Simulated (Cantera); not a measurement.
Feed: 1 mol MgCO3, 0.054 mol C, 0.011 mol H2, 1.5 mol H2O, at 1450 K and 12000 Pa.

These are equilibrium values from Cantera (NASA tables, ideal gas, pure condensed phases), not measurements of a reactor. Candidate condensed phases: C, C6H6, C7H8, C8H18, H2O, Mg, MgCO3, MgO, Mg(OH)2; 116 gas species. The numbers say what is thermodynamically allowed, not how fast it happens.

Question: What is the equilibrium state?

Answer: 
```
Property                                    Value
--------------------------------------  ---------
x(H2O)                                      0.571
x(CO2)                                      0.382
x(CO)                                      0.0285
x(H2)                                      0.0179
x(H)                                      3.65e-6
x(OH)                                     2.79e-6
n(MgO(s))                                1.00 mol
gas amount                              2.565 mol
log10 activity of C(graphite) (absent)      -6.57
log10 activity of Mg(l) (absent)           -11.37
```
